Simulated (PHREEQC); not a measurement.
# Brine

Make-up at 25 °C: 0.68 mol/kgw KCl, 0.038 mol/kgw NaHCO3 and 0.38 mol/kgw MgCl2. Closed to the air; pH follows from the charge balance.

Equilibrium calculation in PHREEQC: Pitzer model, pitzer.dat.

Each row changes one thing in this solution. Precipitation was switched off in this run.

```
case                                   pH  HCO3- (mol/kgw)  CO2 (mol/kgw)  MgCO3 (mol/kgw)  CO3-2 (mol/kgw)  MgOH+ (mol/kgw)  SI of Sylvite (KCl)  SI of Magnesite (MgCO3)
-----------------------------------  ----  ---------------  -------------  ---------------  ---------------  ---------------  -------------------  -----------------------
as made                              7.22           0.0342        0.00188          0.00120         0.000675          2.77e-6                -1.34                    +1.99
temperature from 25 to 70 °C         7.04           0.0330        0.00253          0.00166         0.000831          4.33e-5                -1.69                    +1.97
diluted 10-fold with water           7.73          0.00360       0.000100          6.60e-5          3.21e-5          1.17e-6                -3.18                    +0.73
diluted 2-fold with water            7.42           0.0175       0.000733         0.000476         0.000254          1.94e-6                -1.91                    +1.58
NaHCO3 from 0.038 to 0.0076 mol/kgw  7.22          0.00684       0.000380         0.000242         0.000135          2.75e-6                -1.34                    +1.29
```

Some of these states are supersaturated (in Magnesite (slow to form), for instance). In brines, pH and single-ion activities rest on the MacInnes convention. Away from 25 °C the constants follow the database's enthalpies or fits; those with neither stay at their 25 °C values.
